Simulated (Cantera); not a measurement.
Mixture: CO : H2 : CH4 : O2 : N2 = 1 : 1 : 0.1 : 1.64 : 6.18 (molar parts), at 1.50 bar, adiabatic and at constant pressure. Ignition delay is the time to a rise of 400 K.

Detailed kinetics in Cantera: GRI-Mech 3.0 (53 species, 325 reactions).

Question: Predict: delay at 1048 K; delay at 1098 K; delay at 1148 K; delay at 1198 K; delay at 1248 K; delay at 1298 K; apparent activation energy between 1198 and 1298 K.

Answer: 
```
Property                                               Result
--------------------------------------------------  ---------
delay at 1048 K                                      0.248 ms
delay at 1098 K                                      0.121 ms
delay at 1148 K                                       75.8 µs
delay at 1198 K                                       53.4 µs
delay at 1248 K                                       40.5 µs
delay at 1298 K                                       32.3 µs
apparent activation energy between 1198 and 1298 K  65 kJ/mol
```
